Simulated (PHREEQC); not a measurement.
## Brine: an equilibrium model

Solution (25 °C and 100 atm): 0.66 mol KCl, 0.48 mol H3BO3 and 0.51 mol MgCl2 per kg of water. Closed to the air; pH follows from the charge balance.

Computed with PHREEQC (Pitzer model, pitzer.dat).

This is a speciation only: nothing precipitates in the calculation.

### Question
Predict the pH, density, osmotic coefficient.

### Answer
pH 3.69; density 1.077 g/cm³; osmotic coefficient 0.994.

In brines, pH and single-ion activities rest on the MacInnes convention. Under pressure, the constants of complexes without a molar volume in the database are unreliable.
